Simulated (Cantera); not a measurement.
Premixed flame

A freely propagating, adiabatic, planar premixed flame of 43.2 % H₂, 11.4 % O₂, 42.7 % N₂, 2.72 % H₂O, unburnt at 598 K and 1.78 atm; mixture-averaged transport, grid criteria slope 0.08 and curve 0.16, no radiation.

Cantera simulation using the H2/O2 subset of GRI-Mech 3.0, which has no nitrogen chemistry; the numbers are that mechanism's predictions, not measurements. Burning velocities carry a grid error of a few per cent, more on coarse grids.

```tsv
z (mm)	T (K)	u (m/s)	x H₂	x O₂	x H₂O	x O	x H₂O₂	x OH
-0.616	598	8.98	0.432	0.114	0.0272	<1e-8	<1e-8	<1e-8
-0.411	598	8.98	0.432	0.114	0.0272	<1e-8	<1e-8	<1e-8
-0.308	598	8.98	0.432	0.114	0.0272	<1e-8	<1e-8	<1e-8
-0.205	598	8.98	0.432	0.114	0.0272	<1e-8	<1e-8	<1e-8
-0.103	625	9.33	0.427	0.114	0.0285	1.19e-5	5.95e-6	7.15e-5
-0.0513	863	12.6	0.394	0.107	0.0504	0.000318	1.98e-5	0.000785
0	1267	17.9	0.306	0.0734	0.125	0.00270	4.66e-6	0.00232
0.0513	1552	21.7	0.222	0.0251	0.218	0.00367	1.89e-6	0.00477
0.103	1684	23.4	0.195	0.00664	0.254	0.00249	1.13e-6	0.00567
0.205	1804	24.9	0.194	0.00134	0.267	0.00167	6.64e-7	0.00612
0.411	1924	26.4	0.201	0.000676	0.271	0.00114	3.64e-7	0.00594
0.821	2034	27.6	0.209	0.000377	0.275	0.000653	1.89e-7	0.00512
1.64	2123	28.6	0.216	0.000182	0.279	0.000320	9.75e-8	0.00394
```
x: mole fraction of selected species; z is measured from the peak of heat release.

* **laminar burning velocity**: 898 cm/s
* **thermal thickness**: 0.205 mm
* **peak x(O)**: 0.00385
* **peak x(H₂O₂)**: 2.06e-5
* **peak x(OH)**: 0.00614
* **grid points**: 118
